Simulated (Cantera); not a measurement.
A closed system holds: 1 mol CHF3, a varied amount of CH4, equilibrated at 1023 K and 17.3 Torr.

These are equilibrium values from Cantera (NASA tables, ideal gas, pure condensed phases), not measurements of a reactor. Candidate condensed phases: C, C6H6, C7H8, C8H18; 95 gas species. Kinetics and transport are ignored.

### Question
At 0.81 mol CH4, list the 3 most abundant gas species with their mole fractions, and the condensed phases.

### Answer
HF 0.829, H2 0.171, CH4 5.06e-5. Condensed: C(graphite).
